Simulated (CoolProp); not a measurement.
Values from CoolProp's reference Helmholtz-energy equation of state, Gao 2022.

**Question.** Give the vapour pressure (MPa), vapour density (kg/m³), enthalpy of vaporisation (kJ/kg), liquid cp (kJ/(kg K)) of saturated n-perfluoropentane at 222.2, 240 K.

**Answer.** 
| T (K) | p (MPa) | vapour density (kg/m³) | enthalpy of vaporisation (kJ/kg) | liquid cp (kJ/(kg K)) |
|---|---|---|---|---|
| 222.2 | 0.00135 | 0.212 | 111 | 0.902 |
| 240 | 0.00481 | 0.698 | 107 | 0.935 |
